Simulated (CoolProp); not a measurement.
The fluid at 298.15 K and 0.182 MPa (gas) is heated at constant pressure to 446.5 K. The same conditions are run with several fluids, on thermodynamics alone (safety and materials aside).

Model: reference Helmholtz-energy equation of state of each fluid (c-C4F8 (RC318): Platzer 1990; propylene: Lemmon 2013; R143a: Lemmon and Jacobsen 2000; R227EA: Lemmon 2016; hydrogen chloride: Thol 2018), in CoolProp. The equations of Platzer and Polt are older, rougher fits.

```
fluid              heat (kJ/kg)  final density (kg/m³)
-----------------  ------------  ---------------------
c-C4F8 (RC318)              133                    [?]
propylene                   271                   2.08
R143a                       [?]                   4.15
R227EA                      [?]                    [?]
hydrogen chloride           120                   1.79
```

Task: Complete the blanks.

Result: 
- c-C4F8 (RC318), final density (kg/m³): 9.94
- R143a, heat (kJ/kg): 161
- R227EA, heat (kJ/kg): 136
- R227EA, final density (kg/m³): 8.43
